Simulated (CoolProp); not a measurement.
Vapour-liquid equilibrium of toluene (1) + n-nonane (2) at 192 kPa; x and y are mole fractions of (1).

Computed with CoolProp (multi-fluid Helmholtz-energy mixture model, Lemmon 2006 and Lemmon 2006; pair parameters Bell 2016).

```json
[
 {"x": "0.05", "bubble temperature (°C)": "172.7", "y at the bubble point": "…", "dew temperature at overall composition x (°C)": "175.1", "liquid density (mol/L)": "4.682"},
 {"x": "0.125", "bubble temperature (°C)": "167.2", "y at the bubble point": "0.284", "dew temperature at overall composition x (°C)": "172.7", "liquid density (mol/L)": "4.877"},
 {"x": "0.2", "bubble temperature (°C)": "…", "y at the bubble point": "0.411", "dew temperature at overall composition x (°C)": "170.2", "liquid density (mol/L)": "5.080"},
 {"x": "0.275", "bubble temperature (°C)": "158.1", "y at the bubble point": "0.514", "dew temperature at overall composition x (°C)": "167.6", "liquid density (mol/L)": "5.291"},
 {"x": "0.35", "bubble temperature (°C)": "154.4", "y at the bubble point": "0.598", "dew temperature at overall composition x (°C)": "164.8", "liquid density (mol/L)": "5.512"},
 {"x": "0.425", "bubble temperature (°C)": "…", "y at the bubble point": "0.667", "dew temperature at overall composition x (°C)": "161.9", "liquid density (mol/L)": "5.745"},
 {"x": "0.5", "bubble temperature (°C)": "148.3", "y at the bubble point": "0.726", "dew temperature at overall composition x (°C)": "158.8", "liquid density (mol/L)": "5.991"},
 {"x": "0.575", "bubble temperature (°C)": "145.7", "y at the bubble point": "0.776", "dew temperature at overall composition x (°C)": "155.5", "liquid density (mol/L)": "6.253"},
 {"x": "0.65", "bubble temperature (°C)": "143.4", "y at the bubble point": "0.821", "dew temperature at overall composition x (°C)": "152.0", "liquid density (mol/L)": "6.534"},
 {"x": "0.725", "bubble temperature (°C)": "141.3", "y at the bubble point": "0.862", "dew temperature at overall composition x (°C)": "148.3", "liquid density (mol/L)": "6.836"},
 {"x": "0.8", "bubble temperature (°C)": "…", "y at the bubble point": "0.901", "dew temperature at overall composition x (°C)": "144.5", "liquid density (mol/L)": "7.163"},
 {"x": "0.875", "bubble temperature (°C)": "137.6", "y at the bubble point": "…", "dew temperature at overall composition x (°C)": "140.7", "liquid density (mol/L)": "7.517"},
 {"x": "0.95", "bubble temperature (°C)": "135.8", "y at the bubble point": "0.975", "dew temperature at overall composition x (°C)": "137.0", "liquid density (mol/L)": "7.903"}
]
```

Task: Complete the blanks.

Result: 
- 0.05, y at the bubble point: 0.126
- 0.2, bubble temperature (°C): 162.4
- 0.425, bubble temperature (°C): 151.1
- 0.8, bubble temperature (°C): 139.4
- 0.875, y at the bubble point: 0.938

No azeotrope shows between x = 0.05 and 0.95.

Pair parameters are fitted to limited data, so mixtures are less certain than the pure fluids.
